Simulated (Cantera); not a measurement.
Feed: 1 mol CH3Cl, 0.014 mol Si, 0.072 mol H2, 0.016 mol HCl, equilibrated at 1200 Pa.

These are equilibrium values from Cantera (NASA tables, ideal gas, pure condensed phases), not measurements of a reactor. Candidate condensed phases: C, C6H6, C7H8, C8H18, Si, SiC; 109 gas species. The tables' values for SiCl3, SiCl are old estimates; treat these amounts as uncertain. Rates play no part.

x: gas mole fraction; n: condensed amount in mol.

```csv
T (K),x H2,x HCl,x H,x Cl,x SiCl2,n C(graphite)
1225,0.529,0.464,2.07e-6,1.56e-6,0.000305,1.000
1375,0.525,0.468,2.27e-5,1.68e-5,0.00290,1.000
1525,0.521,0.472,…,…,…,1.000
1675,0.520,0.472,0.000764,0.000542,0.00623,1.000
1825,0.518,0.470,0.00289,0.00200,0.00645,1.000
1975,0.514,0.464,0.00896,0.00603,0.00648,0.999
2125,0.505,0.449,…,…,0.00626,0.996
2275,0.484,0.420,0.0539,0.0338,0.00545,0.992
```

### Question
Some entries are withheld; supply them.

### Answer

- 1525, x H: 0.000156
- 1525, x Cl: 0.000113
- 1525, x SiCl2: 0.00546
- 2125, x H: 0.0236
- 2125, x Cl: 0.0154
